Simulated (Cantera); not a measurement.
Input: 1 mol c-C₄F₈, 0.15 mol HCl, 0.074 mol H₂, equilibrated at 2277 °C.

Equilibrium computed with Cantera from the NASA thermochemical tables; the gas is ideal and each condensed phase is pure. Candidate condensed phases: C, C₆H₆, C₇H₈, C₈H₁₈; 118 gas species. The feed counts by its element totals alone. Gases not in the tables: C₂F₆ and larger saturated fluorocarbons. Rates play no part.

**Question.** What share of the C ends up in condensed phases as a function of P (Pa), at 1, 6.80, 46, 320, 2200, 15000, 100000?

**Answer.** 
| P (Pa) | C condensed (%) | as |
|---|---|---|
| 1 | 2.4 | C(graphite) |
| 6.80 | 80.7 | C(graphite) |
| 46 | 86.1 | C(graphite) |
| 320 | 68.2 | C(graphite) |
| 2200 | 38.7 | C(graphite) |
| 15000 | 33.6 | C(graphite) |
| 100000 | 42.4 | C(graphite) |
